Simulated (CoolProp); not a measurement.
Saturation properties of isobutene.

Computed with CoolProp (reference Helmholtz-energy equation of state, Lemmon 2005). It is a short technical equation, of lower accuracy than the large ones.

```csv
T (°C),p (bar),enthalpy of vaporisation (kJ/kg),vapour Z,surface tension (mN/m)
-6.95,(withheld),391.6,0.9572,15.7
12.25,2.033,372.6,0.9319,13.3
31.35,3.681,(withheld),0.8987,11.0
50.55,6.190,328.0,0.8564,(withheld)
69.75,9.789,300.6,0.8037,6.61
88.95,14.74,267.9,(withheld),4.60
108.05,21.29,226.8,0.6553,2.75
127.25,29.90,168.6,0.5420,1.11
```

Q: What belongs in the gaps?

A: 
- -6.95, p (bar): 1.015
- 31.35, enthalpy of vaporisation (kJ/kg): 351.7
- 50.55, surface tension (mN/m): 8.74
- 88.95, vapour Z: 0.7380

It boils at -7.0 °C under 1 atm.

Surface tension comes from a separate correlation (Mulero 2012).
